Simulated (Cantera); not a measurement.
Feed: 1 mol B₂O₃, 30 mol HCl, 0.21 mol O₂, 1.8 mol Cl₂, at 1073 K and 39.0 mbar.

Cantera equilibrium calculation (NASA polynomials, part measured and part estimated; ideal gas, pure solids and liquids). Candidate condensed phases: B, B₂O₃, B₃O₃H₃, H₂O; 33 gas species. Gases not in the tables: H₃BO₃. The numbers say what is thermodynamically allowed, not how fast it happens.

Problem. What is the equilibrium state?

Solution. 
| Quantity | Value |
|---|---|
| x(HCl) | 0.918 |
| x(Cl₂) | 0.0679 |
| x(H₂O) | 0.0120 |
| x(Cl) | 0.00142 |
| x(O₂) | 0.000555 |
| x(HBO₂) | 6.03e-5 |
| x((HBO₂)₃) | 5.13e-6 |
| n(B₂O₃(l)) | 0.999 mol |
| gas amount | 31.84 mol |
| log10 activity of B(s) (absent) | -20.91 |
| log10 activity of B₃O₃H₃(s) (absent) | -42.13 |
